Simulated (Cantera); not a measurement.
## Low-pressure radical oxidation in H2/O2

A perfectly stirred reactor is fed with H2 : O2 = 0.15 : 1 (molar parts), equivalence ratio 0.075, at 10.5 Torr; it is held at 1125 K, and followed from long to short residence time.

Model: GRI-Mech 3.0 (53 species, 325 reactions), integrated in Cantera. Radical loss at walls, strong at low pressure, is not modelled. The temperature is held fixed by assumption; the heat of reaction is taken as removed at once.

| τ (s) | x H2 | x O2 | x OH | x H | x H2O | x O |
|---|---|---|---|---|---|---|
| 15 | 8.99e-5 | 0.860 | 0.000501 | 2.26e-5 | 0.139 | 0.000381 |
| 4.8 | 0.000185 | 0.859 | 0.000735 | 7.05e-5 | 0.139 | 0.000812 |
| 1.6 | 0.000367 | 0.858 | 0.00106 | 0.000210 | 0.138 | 0.00167 |
| 0.54 | 0.000713 | 0.856 | 0.00154 | 0.000613 | 0.137 | 0.00336 |
| 0.18 | 0.00138 | 0.853 | 0.00223 | 0.00177 | 0.135 | 0.00667 |
| 0.059 | 0.00264 | 0.845 | 0.00322 | 0.00493 | 0.131 | 0.0128 |
| 0.020 | 0.00489 | 0.834 | 0.00446 | 0.0119 | 0.123 | 0.0219 |
| 0.0066 | 0.00910 | 0.819 | 0.00588 | 0.0237 | 0.110 | 0.0320 |
| 0.0022 | 0.0176 | 0.812 | 0.00729 | 0.0341 | 0.0937 | 0.0357 |
| 0.00073 | 0.0369 | 0.818 | 0.00823 | 0.0352 | 0.0723 | 0.0298 |
| 0.00024 | 0.0798 | 0.840 | 0.00643 | 0.0204 | 0.0372 | 0.0157 |
x: mole fraction; the columns are a selection and need not sum to one.
